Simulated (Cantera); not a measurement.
A Cantera script and what it prints.

```python
import numpy as np
import cantera as ct

gas_names = [...]  # 109 gases of nasa_gas.yaml made of C, Cl, H, Si
cond_names = """
    C(gr) C6H6(L) C7H8(L) C8H18(L),n-octa Si(cr) Si(L) SiC(b)
""".split()


# ... load() reads the species with a 1 bar reference pressure and builds the phases ...
atoms = {
    'SiH2Cl2': {'Si': 1, 'H': 2, 'CL': 2},
    'CH4': {'C': 1, 'H': 4},
    'H2': {'H': 2},
}
top_T = {'C(gr)': 4500, 'SiC(b)': 3050}  # K; cautious upper limits of use, not melting points


# ... equilibrate(T, P, feed) seeds the gas with the atoms and calls Mixture.equilibrate('TP', solver="vcs", rtol=1e-11, max_steps=5000) ...
results = []
feed = {'SiH2Cl2': 1, 'CH4': 0.62, 'H2': 42}  # mol
P = 1700  # Pa
for T in [1050, 1125, 1200, 1275, 1350, 1425, 1500, 1575, 1650]:
    mix = equilibrate(T, P, feed)
    results.append((T, P, feed, dict(zip(mix.species_names, mix.species_moles))))

top = {s: max(r[3][s] / sum(r[3][g] for g in gas_names) for r in results) for s in gas_names}
cols = sorted((s for s in top if top[s] > 1e-05), key=lambda s: -top[s])[:5]
seen = [c for c in cond_names if any(r[3].get(c, 0) > 1e-12 for r in results)]
print("log10 of partial pressures in bar; condensed amounts in mol")
print(f"{'T/K':>10s}" + "".join(f"{s[:9]:>10s}" for s in cols + seen))
for T, P, feed, n in results:
    ng = sum(n[g] for g in gas_names)
    print(f"{T:10.4g}" + "".join(f"{np.log10(max(n[s] / ng * P / 1e5, 1e-99)):10.3f}" for s in cols)
          + "".join(f"{n.get(c, 0):10.4g}" for c in seen))
```

Result:

```
log10 of partial pressures in bar; condensed amounts in mol
       T/K        H2       HCL     SiCL2     SiCL4    SiHCL3    Si(cr)    SiC(b)
      1050    -1.782    -3.435    -4.817    -4.209    -4.540   0.07665      0.62
      1125    -1.785    -3.295    -4.478    -4.572    -4.823    0.1554      0.62
      1200    -1.787    -3.232    -4.304    -5.131    -5.251    0.1948      0.62
      1275    -1.787    -3.215    -4.229    -5.777    -5.743    0.2027      0.62
      1350    -1.787    -3.213    -4.190    -6.403    -6.219    0.1992      0.62
      1425    -1.787    -3.215    -4.164    -6.977    -6.656    0.1927      0.62
      1500    -1.787    -3.219    -4.143    -7.498    -7.052    0.1857      0.62
      1575    -1.787    -3.222    -4.126    -7.971    -7.411    0.1787      0.62
      1650    -1.787    -3.225    -4.112    -8.401    -7.738    0.1714      0.62
```

Equilibrium computed with Cantera from the NASA thermochemical tables; the gas is ideal and each condensed phase is pure. Mutual solubility and eutectic melting of coexisting phases are not modelled. The tables' values for SiCl3, SiCl are old estimates; treat these amounts as uncertain.
